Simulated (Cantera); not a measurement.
**Premixed flame**

A freely propagating, adiabatic, planar premixed flame of 44.4 % H₂, 11.7 % O₂, 43.9 % N₂, equivalence ratio 1.9, unburnt at 675 K and 0.987 atm; multicomponent+Soret transport, grid criteria slope 0.08 and curve 0.16, no radiation.

Detailed kinetics in Cantera: the H2/O2 subset of GRI-Mech 3.0, which has no nitrogen chemistry. Burning velocities carry a grid error of a few per cent, more on coarse grids.

```tsv
z (mm)	T (K)	u (m/s)	x H₂	x O₂	x HO₂	x H₂O₂	x O	x H
-1.40	675	10.5	0.444	0.117	<1e-8	<1e-8	<1e-8	<1e-8
-0.934	675	10.5	0.444	0.117	<1e-8	<1e-8	<1e-8	<1e-8
-0.700	675	10.5	0.444	0.117	2.29e-8	<1e-8	<1e-8	<1e-8
-0.467	675	10.5	0.444	0.117	2.38e-6	<1e-8	1.00e-8	6.48e-7
-0.233	696	10.8	0.437	0.117	0.000201	2.12e-6	1.75e-5	0.000554
-0.117	873	13.2	0.404	0.112	0.000140	4.38e-6	0.000407	0.0101
0	1268	18.7	0.293	0.0688	6.15e-5	2.03e-6	0.00413	0.0588
0.117	1547	22.6	0.198	0.0150	1.33e-5	1.14e-6	0.00448	0.0983
0.233	1665	24.3	0.183	0.00344	2.92e-6	7.41e-7	0.00311	0.0990
0.467	1787	25.8	0.189	0.00144	1.18e-6	4.64e-7	0.00248	0.0859
0.934	1918	27.5	0.199	0.000995	7.85e-7	2.58e-7	0.00185	0.0687
1.87	2046	29.0	0.208	0.000618	4.95e-7	1.37e-7	0.00120	0.0517
3.74	2159	30.4	0.217	0.000331	2.87e-7	7.24e-8	0.000661	0.0365
```
x: mole fraction of selected species; z is measured from the peak of heat release.

| Property | Value |
|---|---|
| laminar burning velocity | 1050 cm/s |
| thermal thickness | 0.467 mm |
| peak x(HO₂) | 0.000208 |
| peak x(H₂O₂) | 4.65e-6 |
| peak x(O) | 0.00523 |
| peak x(H) | 0.101 |
